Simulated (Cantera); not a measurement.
## Ignition delay

Mixture: 34.5 % H2, 17.2 % O2, 48.3 % N2, equivalence ratio 1.0, at 3800000 Pa, adiabatic and at constant volume. Ignition delay is the time to a rise of 400 K.

Model: the H2/O2 subset of GRI-Mech 3.0, which has no nitrogen chemistry, integrated in Cantera. The hydrogen kinetics of GRI-Mech 3.0 are dated; newer H2 mechanisms differ, most at raised pressure. The pressure lies above the range GRI-Mech 3.0 was tuned for (to about 10 atm).

| T0 (K) | delay (ms) |
|---|---|
| 1000 | 3.47 |
| 1100 | 0.481 |
| 1200 | 0.0879 |
| 1300 | 0.0182 |
| 1400 | 0.00352 |
| 1500 | 0.000700 |
| 1600 | 0.000308 |
| 1700 | 0.000193 |
| 1800 | 0.000139 |

| Item | Value |
|---|---|
| apparent activation energy between 1600 and 1800 K | 95 kJ/mol |
